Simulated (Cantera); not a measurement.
Input: 1 mol SiC, 0.0092 mol O2, 14 mol H2, 1.4 mol H2O, held at 975 °C and 0.950 Pa.

Equilibrium computed with Cantera from the NASA thermochemical tables; the gas is ideal and each condensed phase is pure. Candidate condensed phases: C, C6H6, C7H8, C8H18, H2O, Si, SiC, SiO2; 123 gas species. Kinetics and transport are ignored.

Base state: H2 0.916, CO 0.0422, SiO 0.0422, H 0.000145 (mole fractions); condensed: SiC(s).

Problem. What changes in the equilibrium state with this change: H2O from 1.4 to 0.65 mol?

Solution. 
| species | before | after |
|---|---|---|
| H2 | 0.916 | 0.956 |
| CO | 0.0422 | 0.0218 |
| SiO | 0.0422 | 0.0218 |
| H | 0.000145 | 0.000149 |
| SiC(s), mol | 0.291 | 0.666 |
